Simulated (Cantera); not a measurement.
A perfectly stirred reactor is fed with H2 : O2 : N2 = 0.39 : 1 : 2.5 (molar parts), equivalence ratio 0.20, at 1330 Pa; it is held at 1425 K, and followed from long to short residence time.

Detailed kinetics in Cantera: the H2/O2 subset of GRI-Mech 3.0, which has no nitrogen chemistry. Radical loss at walls, strong at low pressure, is not modelled. The temperature is held fixed by assumption; the heat of reaction is taken as removed at once.

One state of this run: x H2 = 0.0346; x O2 = 0.219; x H2O = 0.0475; x HO2 = 1.04e-6; x H2O2 = 7.36e-8; x H = 0.0273; x OH = 0.00914. x: mole fraction; the columns are a selection and need not sum to one.

Problem. Which value of τ (s) does it belong to?
A. 0.0011
B. 0.00034
C. 0.040
D. 0.43

Solution. B, 0.00034
